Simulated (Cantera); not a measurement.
Sublimation and decomposition of ceramics: Si3N4 + N2

Feed: 1 mol Si3N4, 0.016 mol N2, at 3.80 Pa.

Cantera equilibrium calculation (NASA polynomials, part measured and part estimated; ideal gas, pure solids and liquids). Candidate condensed phases: Si, Si3N4; 7 gas species. The tables' values for SiN are old estimates; treat these amounts as uncertain. Rates play no part.

```tsv
T (K)	x N2	x Si	x Si2	x Si2N	x SiN	x Si3	n Si(s)	n Si(l)
1673	0.989	0.0110	4.23e-5	8.05e-5	4.47e-5	1.04e-5	2.98	0
1773	0.943	0.0561	0.000312	0.000267	0.000161	7.53e-5	0	2.88
1873	0.765	0.232	0.00173	0.000670	0.000450	0.000396	0	2.37
1973	0.404	0.590	0.00407	0.000615	0.000643	0.000629	0	0
2073	0.403	0.595	0.00166	0.000143	0.000512	7.78e-5	0	0
2173	0.402	0.597	0.000726	3.76e-5	0.000416	1.15e-5	0	0
2273	0.402	0.597	0.000341	1.11e-5	0.000343	2.00e-6	0	0
2373	0.402	0.598	0.000170	3.63e-6	0.000288	4.03e-7	0	0
2473	0.402	0.598	8.99e-5	1.30e-6	0.000245	9.22e-8	0	0
2573	0.402	0.598	4.99e-5	5.03e-7	0.000211	2.36e-8	0	0
```
x: gas mole fraction; n: condensed amount in mol.

At 1673 K the condensed part is Si(s). From 1773 K to 1873 K the condensed part is Si(l). From 1973 K to 2573 K nothing is condensed. The main Si-bearing gas is Si throughout.
